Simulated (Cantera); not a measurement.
Feed: 1 mol CsCl, 8.5 mol H₂O, 4.1 mol H₂, equilibrated at 1250 K and 97.5 Torr.

These are equilibrium values from Cantera (NASA tables, ideal gas, pure condensed phases), not measurements of a reactor. Candidate condensed phases: Cs, CsCl, CsOH, H₂O; 22 gas species. The numbers say what is thermodynamically allowed, not how fast it happens.

Question: What is the equilibrium state?

Answer: 
| Item | Result |
|---|---|
| x(H₂O) | 0.628 |
| x(H₂) | 0.303 |
| x(CsCl) | 0.0624 |
| x(Cs₂Cl₂) | 0.00553 |
| x(HCl) | 0.000443 |
| x(CsOH) | 0.000432 |
| x(Cs) | 1.10e-5 |
| gas amount | 13.53 mol |
| log10 activity of CsCl(l) (absent) | -0.63 |
| log10 activity of CsOH(l) (absent) | -4.22 |
| log10 activity of Cs(l) (absent) | -6.73 |
